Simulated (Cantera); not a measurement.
## Low-pressure radical oxidation in H2/O2

An isothermal, constant-pressure homogeneous reactor starts with H2 : O2 = 0.37 : 1 (molar parts), at 1425 K and 7.50 Torr.

Detailed kinetics in Cantera: the H2/O2 subset of GRI-Mech 3.0, which has no nitrogen chemistry. Radical loss at walls, strong at low pressure, is not modelled. The temperature is held fixed by assumption; the heat of reaction is taken as removed at once.

```json
[
 {"t (s)": "0.000800", "x H2": "0.0226", "x O2": "0.575", "x OH": "0.0243", "x H2O2": "2.05e-7", "x H": "0.0916", "x O": "0.0962", "x H2O": "0.190"},
 {"t (s)": "0.00325", "x H2": "0.0167", "x O2": "0.576", "x OH": "0.0222", "x H2O2": "1.88e-7", "x H": "0.0820", "x O": "0.0982", "x H2O": "0.205"},
 {"t (s)": "0.0132", "x H2": "0.0137", "x O2": "0.604", "x OH": "0.0206", "x H2O2": "2.08e-7", "x H": "0.0547", "x O": "0.0742", "x H2O": "0.233"},
 {"t (s)": "0.0539", "x H2": "0.00480", "x O2": "0.661", "x OH": "0.0127", "x H2O2": "1.88e-7", "x H": "0.00961", "x O": "0.0230", "x H2O": "0.289"},
 {"t (s)": "0.219", "x H2": "0.000357", "x O2": "0.685", "x OH": "0.00353", "x H2O2": "6.01e-8", "x H": "0.000185", "x O": "0.00166", "x H2O": "0.309"},
 {"t (s)": "0.891", "x H2": "2.84e-5", "x O2": "0.687", "x OH": "0.000999", "x H2O2": "1.37e-8", "x H": "4.15e-6", "x O": "0.000132", "x H2O": "0.312"},
 {"t (s)": "3.63", "x H2": "4.45e-6", "x O2": "0.688", "x OH": "0.000396", "x H2O2": "4.37e-9", "x H": "2.58e-7", "x O": "2.07e-5", "x H2O": "0.312"},
 {"t (s)": "14.7", "x H2": "2.50e-6", "x O2": "0.688", "x OH": "0.000297", "x H2O2": "3.41e-9", "x H": "1.09e-7", "x O": "1.16e-5", "x H2O": "0.312"},
 {"t (s)": "60.0", "x H2": "2.49e-6", "x O2": "0.688", "x OH": "0.000297", "x H2O2": "3.41e-9", "x H": "1.08e-7", "x O": "1.16e-5", "x H2O": "0.312"}
]
```
x: mole fraction; the columns are a selection and need not sum to one.

Equilibrium at this temperature and pressure: H2 2.49e-6, O2 0.688, OH 0.000297, H2O2 3.41e-9, H 1.08e-7, O 1.16e-5, H2O 0.312 (gas phase only).
